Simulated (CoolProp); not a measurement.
A simple Rankine cycle with n-pentane: condensing at 292.15 K, boiler at 0.877 MPa, turbine inlet 393.5 K, turbine efficiency 0.9, pump efficiency 0.8, no recuperator. Each further row changes one setting.

Model: reference Helmholtz-energy equation of state, Thol 2019, in CoolProp.

| case | thermal efficiency (%) | net work (kJ/kg) | heat in (kJ/kg) | turbine exit temperature (K) | volume ratio over the turbine |
|---|---|---|---|---|---|
| as stated | 17.6 | 93.3 | 531 | … | 16.5 |
| turbine inlet 413.5 K | 17.4 | 101 | 578 | 351.7 | 16.0 |
| condensing temperature 284.15 K | 18.9 | 104 | 549 | 324.0 | … |
| boiler pressure 0.614 MPa | 15.7 | … | … | 340.8 | 11.0 |
| turbine efficiency 0.8 | 15.6 | 82.8 | 531 | 336.0 | 16.8 |

Question: Some entries are withheld; supply them.

Answer: 
- as stated, turbine exit temperature (K): 330.2
- condensing temperature 284.15 K, volume ratio over the turbine: 22.4
- boiler pressure 0.614 MPa, net work (kJ/kg): 85.1
- boiler pressure 0.614 MPa, heat in (kJ/kg): 542
